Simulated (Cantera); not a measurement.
## Thermodynamics of abatement and gas-phase synthesis, feed CO₂ + H₂O + O₂

Input: 1 mol CO₂, 2.2 mol H₂O, 0.16 mol O₂, at 1.33 mbar.

Method: chemical equilibrium by Gibbs-energy minimisation in Cantera with the NASA 1993 tables (ideal gas, pure condensed phases). Candidate condensed phases: C, C₆H₆, C₇H₈, C₈H₁₈, H₂O; 110 gas species. Kinetics and transport are ignored.

From 502 °C to 2302 °C nothing is condensed. The main C-bearing gas is CO₂ at 502 °C and CO at 2302 °C.

```tsv
T (°C)	x H₂O	x CO₂	x H	x O	x CO	x O₂	x H₂	x OH
502	0.655	0.298	<1e-12	<1e-12	<1e-12	0.0476	1.29e-12	3.67e-9
702	0.655	0.298	1.81e-12	4.31e-10	9.51e-10	0.0476	3.34e-9	6.44e-7
902	0.655	0.298	2.63e-9	8.73e-8	3.57e-7	0.0476	6.14e-7	1.95e-5
1102	0.655	0.298	4.70e-7	3.80e-6	2.36e-5	0.0476	2.51e-5	0.000221
1302	0.653	0.297	2.28e-5	6.40e-5	0.000531	0.0477	0.000403	0.00135
1502	0.644	0.290	0.000459	0.000588	0.00561	0.0502	0.00335	0.00550
1702	0.607	0.258	0.00469	0.00381	0.0299	0.0638	0.0157	0.0173
1902	0.506	0.183	0.0281	0.0192	0.0832	0.0930	0.0443	0.0432
2102	0.320	0.0909	0.110	0.0707	0.134	0.116	0.0809	0.0774
2302	0.113	0.0297	0.274	0.178	0.141	0.0980	0.0835	0.0834
```
x: gas mole fraction; nothing condenses.
